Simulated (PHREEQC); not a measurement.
Solution (25 °C): 0.38 mol/kgw ZnSO4, 0.0023 mol/kgw CaCl2, 0.0094 mol/kgw H2SO4 and 0.047 mol/kgw NaCl. Closed to the air; pH follows from the charge balance.

Equilibrium calculation in PHREEQC: ion-association model, phreeqc.dat.

Each row changes one thing in this solution. This is a speciation only: nothing precipitates in the calculation.

```tsv
case	pH	ionic strength (mol/kgw)	SO4-2 (mol/kgw)	Cl- (mol/kgw)	Na+ (mol/kgw)	HSO4- (mol/kgw)	SI of Gypsum (CaSO4:2H2O)	SI of Halite (NaCl)
as made	2.30	0.786	0.111	0.0472	0.0426	0.0121	-0.63	-4.62
diluted 2-fold with water	2.53	0.403	0.0631	0.0244	0.0219	0.00556	-0.99	-5.16
NaCl from 0.047 to 0.0517 mol/kgw	2.30	0.791	0.111	0.0515	0.0469	0.0121	-0.63	-4.54
ZnSO4 replaced by NH4HSO4 at the same molality	0.94	[?]	[?]	0.0516	0.0433	0.246	-0.84	-4.56
temperature from 25 to 10 °C	2.22	0.802	0.111	0.0492	0.0429	0.0108	-0.59	-4.57
```

Problem. What belongs in the gaps?

Solution. 
- ZnSO4 replaced by NH4HSO4 at the same molality, ionic strength (mol/kgw): 0.612
- ZnSO4 replaced by NH4HSO4 at the same molality, SO4-2 (mol/kgw): 0.0858

The ionic strength passes 0.7 mol/kgw, the rough limit of the ion-association models, in as made; NaCl from 0.047 to 0.0517 mol/kgw; temperature from 25 to 10 °C. Away from 25 °C the constants follow the database's enthalpies or fits; those with neither stay at their 25 °C values.
